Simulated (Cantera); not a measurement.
Input: 1 mol Si, 1.6 mol Br2, 14 mol N2, held at 1050 °C and 6.60 mbar.

Method: chemical equilibrium by Gibbs-energy minimisation in Cantera with the NASA 1993 tables (ideal gas, pure condensed phases). N2 is the only nitrogen source here; it is nearly inert below about 1500 K, so the nitride shown seldom forms there in practice. The tables' values for SiBr3 are old estimates; treat these amounts as uncertain. Rates play no part.

| species | before | after |
|---|---|---|
| N2 | 0.931 | 0.627 |
| Br | 0.00754 | 0.280 |
| Br2 | 3.52e-5 | 0.0484 |
| SiBr2 | 0.0179 | 1.48e-5 |
| SiBr4 | 0.0393 | 0.0446 |
| SiBr3 | 0.00433 | 0.000133 |
| Si3N4(s), mol | 0.0260 | 0 |
Gas species are given as mole fractions.

**Question.** Which change was made?
(A) Br2 from 1.6 to 6.2 mol
(B) Br2 from 1.6 to 0.53 mol
(C) pressure from 6.60 mbar to 0.250 bar
(D) pressure from 6.60 mbar to 0.100 bar

**Answer.** A, Br2 from 1.6 to 6.2 mol
